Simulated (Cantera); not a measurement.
## Adiabatic ignition

An adiabatic, constant-volume homogeneous reactor starts with CH₄ : O₂ : N₂ = 1 : 1.25 : 6.4 (molar parts), at 1050 K and 1650 Torr.

Model: GRI-Mech 3.0 (53 species, 325 reactions), integrated in Cantera.

```
t (s)     T (K)  P (bar)     x CH₄     x O₂    x C₂H₂     x CH₂      x H₂
--------  -----  -------  --------  -------  --------  --------  --------
2.00e-6    1050     2.20     0.116    0.145    <1e-12    <1e-12    <1e-12
4.64e-6    1050     2.20     0.116    0.145    <1e-12    <1e-12    <1e-12
1.07e-5    1050     2.20     0.116    0.145    <1e-12    <1e-12    <1e-12
2.49e-5    1050     2.20     0.116    0.145    <1e-12    <1e-12  1.52e-12
5.78e-5    1050     2.20     0.116    0.145    <1e-12    <1e-12  5.43e-12
0.000134   1050     2.20     0.116    0.145    <1e-12    <1e-12  2.33e-11
0.000310   1050     2.20     0.116    0.145    <1e-12    <1e-12  1.20e-10
0.000719   1050     2.20     0.116    0.145    <1e-12    <1e-12  7.51e-10
0.00167    1050     2.20     0.116    0.145    <1e-12    <1e-12   5.88e-9
0.00387    1050     2.20     0.116    0.145    <1e-12    <1e-12   5.34e-8
0.00896    1050     2.20     0.116    0.145    <1e-12    <1e-12   3.21e-7
0.0208     1050     2.20     0.116    0.144    <1e-12    <1e-12   1.16e-6
0.0482     1050     2.20     0.116    0.144  6.35e-12    <1e-12   4.17e-6
0.112      1051     2.20     0.115    0.144  1.15e-10    <1e-12   2.06e-5
0.259      1061     2.22     0.114    0.143   1.15e-8    <1e-12  0.000272
0.600      2499     5.70  2.81e-11  1.94e-5    <1e-12  1.22e-12    0.0760
```
x: mole fraction; the columns are a selection and need not sum to one.

```
Property                                                               Value
---------------------------------  -----------------------------------------
time of steepest temperature rise                                    0.338 s
temperature at 0.600 s                                                2499 K
equilibrium temperature                                               2499 K
x(CH₄) at 0.600 s                  2.81e-11 (gas-phase equilibrium 3.17e-11)
x(O₂) at 0.600 s                     1.94e-5 (gas-phase equilibrium 1.94e-5)
x(C₂H₂) at 0.600 s                     <1e-12 (gas-phase equilibrium <1e-12)
```
